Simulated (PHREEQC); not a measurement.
0.023 g of hydrous ferric oxide (600 m²/g; 0.2 weak and 0.005 strong sites per Fe, Dzombak-Morel constants, diffuse double layer) in 1 kg of water with 0.05 mol/kgw of an inert sodium salt and 8.3e-07 mol/kgw MgCl2 and 1.1e-07 mol/kgw CuSO4, at 25 °C; the pH is set by adding NaOH or the inert anion's acid. Oxygen alone is held at its pressure in air (log pO2 = -0.68). No CO2 enters from the air. Precipitation was switched off in this run.

The series has 17 steps of pH, from 3 to 11.

Equilibrium calculation in PHREEQC: ion-association model, wateq4f.dat.

Near which pH is half of the Mg sorbed, and on which side is more sorbed?

Near pH 8.8, with more sorbed at higher pH.

Near which pH is half of the S sorbed, and on which side is more sorbed?

Near pH 5.5, with more sorbed at lower pH.

Near which pH is half of the Cu sorbed, and on which side is more sorbed?

Near pH 5.5, with more sorbed at higher pH.

Species that the database lacks are ignored. The database's constant for dissolved Cu(OH)2 is higher than later reviews accept. The oxide is taken as insoluble; below pH 4 it would dissolve.
